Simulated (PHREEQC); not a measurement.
Dissolve 0.0025 mol K3PO4 per kg of water at 20 °C. Closed to the air; pH follows from the charge balance.

Model: ion-association model, phreeqc.dat, run in PHREEQC.

Each row changes one thing in this solution. This is a speciation only: nothing precipitates in the calculation.

| case | pH | ionic strength (mol/kgw) | HPO4-2 (mol/kgw) | H2PO4- (mol/kgw) |
|---|---|---|---|---|
| as made | 11.44 | 0.0108 | 0.00208 | 9.17e-8 |
| K3PO4 replaced by H3PO4 at the same molality | 2.72 | 0.00200 | 7.31e-8 | 0.00200 |
| K3PO4 from 0.0025 to 0.00025 mol/kgw | … | 0.00101 | 0.000245 | 1.06e-7 |
| K3PO4 from 0.0025 to 0.00125 mol/kgw | 11.19 | … | … | … |
| diluted 5-fold with water | 10.83 | 0.00203 | 0.000482 | 1.03e-7 |

**Question.** Fill in the missing entries.

**Answer.** 
- K3PO4 from 0.0025 to 0.00025 mol/kgw, pH: 10.54
- K3PO4 from 0.0025 to 0.00125 mol/kgw, ionic strength (mol/kgw): 0.00520
- K3PO4 from 0.0025 to 0.00125 mol/kgw, HPO4-2 (mol/kgw): 0.00114
- K3PO4 from 0.0025 to 0.00125 mol/kgw, H2PO4- (mol/kgw): 9.73e-8

Species that the database lacks are ignored.
